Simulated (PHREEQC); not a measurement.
Solution (55 °C): 0.036 mol/kgw NH4HF2 and 0.04 mol/kgw H2SiF6. Closed to the air; pH follows from the charge balance.

Model: ion-association model, wateq4f.dat, run in PHREEQC.

| Item | Value |
|---|---|
| pH | 1.44 |
| ionic strength | 0.121 mol/kgw |
| total alkalinity | -276 meq/kg |

| species | molality | activity | log γ |
|---|---|---|---|
| HF | 0.0636 | 0.0654 | 0.012 |
| H+ | 0.0452 | 0.0366 | -0.092 |
| SiF6-2 | 0.0400 | 0.0134 | -0.476 |
| NH4+ | 0.0360 | 0.0273 | -0.120 |
| H2F2 | 0.00347 | 0.00356 | 0.012 |
| F- | 0.000918 | 0.000674 | -0.134 |
| HF2- | 0.000263 | 0.000193 | -0.134 |
| H4SiO4 | 6.20e-7 | 6.37e-7 | 0.012 |
| NH3 | 2.90e-9 | 2.90e-9 | 0.000 |

This is a speciation only: nothing precipitates in the calculation. Complexes and solids missing from the database can't appear. Constants without temperature data keep their 25 °C values here. SiF6-2 is the database's only silicon fluoride.
